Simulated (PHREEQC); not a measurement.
Dissolve 0.15 mol/kgw Ni(NO3)2, 0.12 mol/kgw Na2SO4 and 0.00055 mol/kgw NiCl2 at 25 °C. Closed to the air; pH follows from the charge balance.

Model: ion-association model, wateq4f.dat, run in PHREEQC.

Question: The ionic strength comes out as 0.576 mol/kgw. What activity coefficients do HSO4-, NiOH+, Cl-, NO3-, SO4-2 get?

Answer: HSO4- 0.66, NiOH+ 0.74, Cl- 0.63, NO3- 0.60, SO4-2 0.19.

No solid was allowed to form.
